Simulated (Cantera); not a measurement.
A jet of 5.24 % CH₄, 15.1 % O₂, 79.6 % N₂, equivalence ratio 0.69 at 300 K and 10000 Pa hits a platinum plate 2.1 cm away at a mass flux of 0.078 kg/m²/s; the plate temperature is set and raised in steps from an oxygen-covered start.

Computed with Cantera and Deutschmann's 1995 Pt surface mechanism with GRI-Mech 3.0 gas chemistry. Catalytic surfaces can have several steady states; this one follows from the mechanism file's or the stated starting coverage.

One state of this run: wall x CH₄ = 0.0138; wall x O₂ = 0.0690; wall x H₂O = 0.0715; wall x OH = 3.10e-6; wall x CO = 2.35e-5; wall x CO₂ = 0.0473; θ free Pt = 0.557; θ O* = 0.442; θ OH* = 0.00120. x: mole fraction at the wall; θ: surface coverage.

Problem. Which value of plate T (K) does it belong to?
(A) 1000
(B) 1050
(C) 1150
(D) 1200

Solution. C, 1150
